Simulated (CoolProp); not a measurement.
Vapour-liquid equilibrium of R1234ze(E) (1) + R227EA (2) at 0.0122 bar; x and y are mole fractions of (1).

Computed with CoolProp (multi-fluid Helmholtz-energy mixture model, Thol 2016 and Lemmon 2016; pair parameters Bell 2023).

```tsv
x	bubble temperature, mixture model (K)	bubble temperature, Raoult's law (K)	y, mixture model	y, Raoult's law
0.05	187.1	187.1	0.064	0.061
0.15	186.8	186.9	0.185	0.178
0.25	186.5	186.7	0.299	0.290
0.35	186.3	186.4	0.406	0.398
0.45	186.0	186.2	0.506	0.501
0.55	185.8	186.0	0.601	0.600
0.65	185.6	185.8	0.692	0.695
0.75	185.4	185.6	0.781	0.787
0.85	185.3	185.4	0.868	0.875
0.95	185.1	185.2	0.956	0.959
```

The largest gap from Raoult's law is -0.2 K in bubble temperature, at x = 0.55. No azeotrope shows between x = 0.05 and 0.95.

Pair parameters are fitted to limited data, so mixtures are less certain than the pure fluids.
